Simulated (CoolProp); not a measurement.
Computed with CoolProp (reference Helmholtz-energy equation of state, Lemmon 2005). It is a short technical equation, of lower accuracy than the large ones.

Q: Give the vapour pressure (kPa), enthalpy of vaporisation (kJ/kg), liquid cp (kJ/(kg K)), vapour Z of saturated cis-2-butene at -19.45, -11.85, 18.55 °C.

A: 
| T (°C) | p (kPa) | enthalpy of vaporisation (kJ/kg) | liquid cp (kJ/(kg K)) | vapour Z |
|---|---|---|---|---|
| -19.45 | 38.1 | 436 | 2.08 | 0.979 |
| -11.85 | 53.7 | 429 | 2.11 | 0.973 |
| 18.55 | 173 | 399 | 2.22 | 0.942 |
